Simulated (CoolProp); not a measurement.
Vapour-liquid equilibrium of ethylene (1) + isobutane (2) at 361 kPa; x and y are mole fractions of (1).

Model: multi-fluid Helmholtz-energy mixture model, Smukala 2000 and Bücker 2006; pair parameters Bell 2016, in CoolProp.

Give the bubble temperature and the first vapour's composition at x = 0.05, 0.725, 0.95. Is there an azeotrope?

x = 0.05: 281.9 K, y = 0.415; x = 0.725: 203.0 K, y = 0.996; x = 0.95: 195.8 K, y = 1.000. No azeotrope shows between x = 0.05 and 0.95.

The pair parameters rest on a limited set of measurements; away from them the model extrapolates.
